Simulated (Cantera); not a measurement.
An isothermal, constant-pressure homogeneous reactor starts with 1.75 % CH4, 91.9 % H2, 0.0441 % N2, 6.34 % H2O, at 3000 K and 3300 Pa.

Computed with Cantera and GRI-Mech 3.0 (53 species, 325 reactions). Radical loss at walls, strong at low pressure, is not modelled.

x: mole fraction; the columns are a selection and need not sum to one.

```csv
t (s),x CH4,x H2,x C2H,x C2H4,x CH3,x HCN,x C2H2
0.000100,0.00805,0.883,7.38e-6,(withheld),0.00588,1.42e-8,0.000975
0.000555,0.000763,0.858,5.76e-5,(withheld),0.00110,2.63e-7,0.00377
0.00308,3.18e-6,0.819,3.01e-7,(withheld),7.65e-6,2.92e-7,1.17e-5
0.0171,3.02e-12,0.659,<1e-12,<1e-12,2.10e-11,2.20e-10,<1e-12
0.0949,<1e-12,0.431,<1e-12,<1e-12,<1e-12,1.20e-10,<1e-12
0.527,<1e-12,0.401,<1e-12,<1e-12,<1e-12,2.08e-10,<1e-12
2.92,<1e-12,0.401,<1e-12,<1e-12,<1e-12,2.08e-10,<1e-12
16.2,<1e-12,0.401,<1e-12,<1e-12,<1e-12,2.08e-10,<1e-12
90.0,<1e-12,0.401,<1e-12,<1e-12,<1e-12,2.08e-10,<1e-12
```

Task: Complete the blanks.

Result: 
- 0.000100, x C2H4: 6.87e-5
- 0.000555, x C2H4: 3.81e-6
- 0.00308, x C2H4: 1.41e-9
